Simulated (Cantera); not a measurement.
Feed: 1 mol c-C4F8, 1.2 mol H2, 0.031 mol F2, equilibrated at 65.0 Pa.

Equilibrium computed with Cantera from the NASA thermochemical tables; the gas is ideal and each condensed phase is pure. Candidate condensed phases: C, C6H6, C7H8, C8H18; 95 gas species. The feed counts by its element totals alone. Kinetics and transport are ignored.

Task: At 2398 K, list the 4 most abundant gas species with their mole fractions, and the condensed phases.

Result: F 0.612, HF 0.315, CF2 0.0582, CF 0.0144. Condensed: C(graphite).
